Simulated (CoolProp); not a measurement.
The numbers come from the reference Helmholtz-energy equation of state, Rui 2013 in CoolProp.

Problem. For R236EA, give the phase and the Z, cv (kJ/(kg K)), Joule-Thomson coefficient (K/MPa), viscosity (µPa s) at 288.5 K and 1.01 bar.

Solution. 
- 288.5 K and 1.01 bar: gas; Z 0.961, cv 0.788, Joule-Thomson coefficient 27.3, viscosity 10.5

Viscosity comes from a separate model (Huber 2003), an estimate that may be off by 10 % or more.
